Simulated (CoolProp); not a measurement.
Vapour-liquid equilibrium of CHF3 (R23) (1) + sulfur hexafluoride (2) at 0.918 MPa; x and y are mole fractions of (1).

Values from CoolProp's multi-fluid Helmholtz-energy mixture model, Penoncello 2003 and Guder 2009; pair parameters Bell 2016.

```
x     bubble temperature (°C)  y at the bubble point  dew temperature at overall composition x (°C)  liquid density (mol/L)
----  -----------------------  ---------------------  ---------------------------------------------  ----------------------
0.05                    -16.4                  0.170                                          -12.4                   11.50
0.15                    -23.6                  0.374                                          -15.8                   12.06
0.25                    -27.6                  0.484                                          -19.2                   12.54
0.35                    -30.0                  0.555                                          -22.8                   13.01
0.45                    -31.5                  0.610                                          -26.4                   13.52
0.55                    -32.6                  0.660                                          -29.8                   14.09
0.65                    -33.3                  0.710                                          -32.4                   14.73
0.75                    -33.7                  0.769                                          -33.6                   15.45
0.85                    -33.8                  0.841                                          -33.7                   16.26
0.95                    -33.2                  0.938                                          -33.1                   17.15
```

y crosses x between x = 0.75 and 0.85: the model has an azeotrope there.

Pair parameters are fitted to limited data, so mixtures are less certain than the pure fluids.
